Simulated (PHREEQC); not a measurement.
0.2 mol of Hydroxyapatite (Ca5(PO4)3OH) is brought to equilibrium with 1 kg of water holding 0.054 mol HCl, with rising amounts of KCl, at 20 °C. Oxygen is held at 0.21 atm. The system is closed to CO2. Solids allowed: Hydroxyapatite, Sylvite. Others were left out.

The numbers come from PHREEQC with the ion-association model, phreeqc.dat.

```csv
KCl added (mol),pH,dissolved Ca (mol/kgw),dissolved P (mol/kgw)
0,4.82,0.0389,0.0233
0.0417,4.84,0.0389,0.0233
0.0833,4.86,0.0389,0.0233
0.125,4.88,0.0389,0.0234
0.167,4.89,0.0389,0.0234
0.208,4.90,0.0389,0.0234
0.25,4.91,0.0390,0.0234
0.292,4.92,0.0390,0.0234
0.333,4.93,0.0390,0.0234
0.375,4.93,0.0390,0.0234
0.417,4.94,0.0390,0.0234
0.458,4.94,0.0390,0.0234
0.5,4.95,0.0390,0.0234
```
